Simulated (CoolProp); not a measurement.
Computed with CoolProp (reference Helmholtz-energy equation of state, Span 1996).

Task: Give the vapour pressure (kPa), vapour density (kg/m³), enthalpy of vaporisation (kJ/kg), liquid cp (kJ/(kg K)) of saturated carbon dioxide at -13.15, -9.45 °C.

Result: 
```
T (°C)  p (kPa)  vapour density (kg/m³)  enthalpy of vaporisation (kJ/kg)  liquid cp (kJ/(kg K))
------  -------  ----------------------  --------------------------------  ---------------------
-13.15     2420                    64.4                               266                   2.26
-9.45      2690                    72.4                               257                   2.32
```
